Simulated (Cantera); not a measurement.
Charge: 1 mol Si, 0.58 mol NF₃, 2.7 mol F₂, held at 925 K and 10.0 Torr.

These are equilibrium values from Cantera (NASA tables, ideal gas, pure condensed phases), not measurements of a reactor. Candidate condensed phases: Si, Si₃N₄; 16 gas species. Equilibrium is a limit: real reactors are often held back by kinetics, nucleation or transport.

Base state: F₂ 0.369, SiF₄ 0.310, F 0.231, N₂ 0.0892, NF₃ 0.00128 (mole fractions); condensed: gas only.

**Question.** What changes in the equilibrium state with this change: temperature from 925 K to 898 K?

**Answer.** 
| species | before | after |
|---|---|---|
| F₂ | 0.369 | 0.410 |
| SiF₄ | 0.310 | 0.320 |
| F | 0.231 | 0.177 |
| N₂ | 0.0892 | 0.0914 |
| NF₃ | 0.00128 | 0.00253 |
